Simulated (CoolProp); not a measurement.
Vapour-liquid equilibrium of R125 (1) + R245fa (2) at 0.536 MPa; x and y are mole fractions of (1).

Values from CoolProp's multi-fluid Helmholtz-energy mixture model, Lemmon 2005 and Akasaka 2015; pair parameters Bell 2016.

```
x     bubble temperature, mixture model (°C)  bubble temperature, Raoult's law (°C)  y, mixture model  y, Raoult's law
----  --------------------------------------  -------------------------------------  ----------------  ---------------
0.05                                    56.8                                   56.0             0.227            0.271
0.2                                      ___                                   35.7             0.625            0.676
0.35                                     ___                                   22.3             0.800            0.837
0.5                                      ___                                   12.6               ___            0.914
0.65                                     ___                                    5.2               ___            0.956
0.8                                      ___                                   -0.6             0.971            0.981
0.95                                    -5.3                                   -5.5               ___            0.996
```

Complete the blanks.


- 0.2, bubble temperature, mixture model (°C): 36.8
- 0.35, bubble temperature, mixture model (°C): 23.1
- 0.5, bubble temperature, mixture model (°C): 13.3
- 0.5, y, mixture model: 0.888
- 0.65, bubble temperature, mixture model (°C): 5.9
- 0.65, y, mixture model: 0.939
- 0.8, bubble temperature, mixture model (°C): -0.1
- 0.95, y, mixture model: 0.994

The largest gap from Raoult's law is +1.1 K in bubble temperature, at x = 0.2. No azeotrope shows between x = 0.05 and 0.95.

The pair parameters rest on a limited set of measurements; away from them the model extrapolates.
